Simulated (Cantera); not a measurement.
Source: NASA polynomial tables (part measured, part estimated), evaluated in Cantera. Values are per mole of reaction as written; species without (g) are pure solids or liquids, kept so even where they would boil at 1 bar.

2 Al + AlCl3 ⇌ 3 AlCl(g)

```json
[
 {"T (K)": "373", "ΔH° (kJ)": "548.3", "ΔS° (J/K)": "509.3", "ΔG° (kJ)": "358.4", "log10 K": "-50.18", "condensed phases": "Al(s), AlCl3(s)"},
 {"T (K)": "398", "ΔH° (kJ)": "?", "ΔS° (J/K)": "?", "ΔG° (kJ)": "?", "log10 K": "?", "condensed phases": "Al(s), AlCl3(s)"},
 {"T (K)": "423", "ΔH° (kJ)": "546.1", "ΔS° (J/K)": "503.8", "ΔG° (kJ)": "333.0", "log10 K": "-41.12", "condensed phases": "Al(s), AlCl3(s)"},
 {"T (K)": "448", "ΔH° (kJ)": "544.9", "ΔS° (J/K)": "501.1", "ΔG° (kJ)": "320.5", "log10 K": "-37.37", "condensed phases": "Al(s), AlCl3(s)"},
 {"T (K)": "473", "ΔH° (kJ)": "?", "ΔS° (J/K)": "?", "ΔG° (kJ)": "?", "log10 K": "?", "condensed phases": "Al(s), AlCl3(l)"},
 {"T (K)": "498", "ΔH° (kJ)": "506.5", "ΔS° (J/K)": "418.5", "ΔG° (kJ)": "298.0", "log10 K": "-31.26", "condensed phases": "Al(s), AlCl3(l)"},
 {"T (K)": "523", "ΔH° (kJ)": "504.7", "ΔS° (J/K)": "415.1", "ΔG° (kJ)": "287.6", "log10 K": "-28.72", "condensed phases": "Al(s), AlCl3(l)"},
 {"T (K)": "548", "ΔH° (kJ)": "?", "ΔS° (J/K)": "?", "ΔG° (kJ)": "?", "log10 K": "?", "condensed phases": "Al(s), AlCl3(l)"},
 {"T (K)": "573", "ΔH° (kJ)": "?", "ΔS° (J/K)": "?", "ΔG° (kJ)": "?", "log10 K": "?", "condensed phases": "Al(s), AlCl3(l)"}
]
```

**Question.** Some entries are withheld; supply them.

**Answer.** 
- 398, ΔH° (kJ): 547.3
- 398, ΔS° (J/K): 506.5
- 398, ΔG° (kJ): 345.7
- 398, log10 K: -45.37
- 473, ΔH° (kJ): 508.2
- 473, ΔS° (J/K): 422.1
- 473, ΔG° (kJ): 308.5
- 473, log10 K: -34.07
- 548, ΔH° (kJ): 503.0
- 548, ΔS° (J/K): 411.8
- 548, ΔG° (kJ): 277.3
- 548, log10 K: -26.43
- 573, ΔH° (kJ): 501.2
- 573, ΔS° (J/K): 408.7
- 573, ΔG° (kJ): 267.0
- 573, log10 K: -24.34
